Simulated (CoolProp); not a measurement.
Aqueous potassium carbonate as a coolant, at 16 °C, 1 atm.

Model: Melinder's fits for secondary coolants, in CoolProp.

```
mass %  freezing point (°C)  density (kg/m³)  viscosity (mPa s)  Prandtl number  conductivity (W/(m K))
------  -------------------  ---------------  -----------------  --------------  ----------------------
3.4                    -1.1             1030               1.19            8.03                   0.589
8.2                     ___             1075               1.33            8.55                     ___
13                     -4.9             1121               1.51            9.30                   0.579
17.8                   -7.4             1169               1.74            10.3                   0.574
22.6                  -10.7             1219               2.05            11.5                   0.570
27.4                    ___             1272               2.48            13.3                   0.565
32.2                  -21.8             1326               3.11            16.0                   0.560
37                    -30.7             1381               4.03            20.2                   0.554
```

Question: Complete the blanks.

Answer: 
- 8.2, freezing point (°C): -2.9
- 8.2, conductivity (W/(m K)): 0.584
- 27.4, freezing point (°C): -15.3
